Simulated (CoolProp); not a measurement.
Vapour-liquid equilibrium of C2F6 (R116) (1) + R22 (2) at 720 kPa; x and y are mole fractions of (1).

Computed with CoolProp (multi-fluid Helmholtz-energy mixture model, Lemmon 2006 and Kamei 1995; pair parameters Bell 2016).

Problem. Give the bubble temperature and the first vapour's composition at x = 0.05, 0.725, 0.8. Is there an azeotrope?

Solution. x = 0.05: -0.3 °C, y = 0.315; x = 0.725: -29.3 °C, y = 0.842; x = 0.8: -30.1 °C, y = 0.872. No azeotrope shows between x = 0.05 and 0.95.

Pair parameters are fitted to limited data, so mixtures are less certain than the pure fluids. With so large a gap from Raoult's law the liquid may split in two, which this calculation doesn't test in full.
